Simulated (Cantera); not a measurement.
An adiabatic, constant-volume homogeneous reactor starts with 7.39 % CH₄, 19.4 % O₂, 73.2 % N₂, at 1650 K and 2000000 Pa.

Computed with Cantera and GRI-Mech 3.0 (53 species, 325 reactions). The pressure lies above the range GRI-Mech 3.0 was tuned for (to about 10 atm). Above 3000 K some thermodynamic fits are extrapolated.

Problem. Predict: time of steepest temperature rise; temperature at 0.300 s; equilibrium temperature; x(O₂) at 0.300 s; x(NO₂) at 0.300 s; x(OH) at 0.300 s; x(HCN) at 0.300 s.

Solution. 
- time of steepest temperature rise = 24.7 µs
- temperature at 0.300 s = 3072 K
- equilibrium temperature = 3072 K
- x(O₂) at 0.300 s = 0.0405 (gas-phase equilibrium 0.0405)
- x(NO₂) at 0.300 s = 3.23e-5 (gas-phase equilibrium 3.23e-5)
- x(OH) at 0.300 s = 0.0187 (gas-phase equilibrium 0.0187)
- x(HCN) at 0.300 s = 4.33e-9 (gas-phase equilibrium 4.33e-9)
